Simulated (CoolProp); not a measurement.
Vapour-liquid equilibrium of CH2F2 (R32) (1) + R123 (2) at 0.00484 MPa; x and y are mole fractions of (1).

Model: multi-fluid Helmholtz-energy mixture model, Tillner-Roth 1997 and Younglove 1994; pair parameters Bell 2016, in CoolProp.

Give the bubble temperature and the first vapour's composition at x = 0.15, 0.35, 0.95. Is there an azeotrope?

x = 0.15: -83.4 °C, y = 0.984; x = 0.35: -91.9 °C, y = 0.995; x = 0.95: -96.8 °C, y = 0.999. No azeotrope shows between x = 0.05 and 0.95.

Pair parameters are fitted to limited data, so mixtures are less certain than the pure fluids. With so large a gap from Raoult's law the liquid may split in two, which this calculation doesn't test in full.
